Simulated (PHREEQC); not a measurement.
Consider water at 25 °C with 0.24 mol/kgw TMAH, 0.0023 mol/kgw K2SiO3 and 0.017 mol/kgw K3PO4. Closed to the air; pH follows from the charge balance.

The numbers come from PHREEQC with the ion-association model, wateq4f.dat.

| quantity | before | after |
|---|---|---|
| pH | 13.21 | 11.38 |
| ionic strength (mol/kgw) | 0.347 | 0.00317 |
| HPO4-2 (mol/kgw) | 0.000394 | 0.000148 |
| KHPO4- (mol/kgw) | 9.83e-6 | 1.26e-7 |
| H2PO4- (mol/kgw) | 1.36e-10 | 8.23e-9 |

Task: Which change was made?
A. TMAH left out
B. K2SiO3 replaced by KBr at the same molality
C. diluted 100-fold with water
D. K2SiO3 from 0.0023 to 0.0115 mol/kgw
E. TMAH from 0.24 to 0.12 mol/kgw

Result: C, diluted 100-fold with water

This is a speciation only: nothing precipitates in the calculation. (CH3)4N+ isn't in the database: it is added as a free cation with an ion size of 4 Å. H3PO4, which wateq4f.dat lacks, is added to it with the constant of phreeqc.dat.
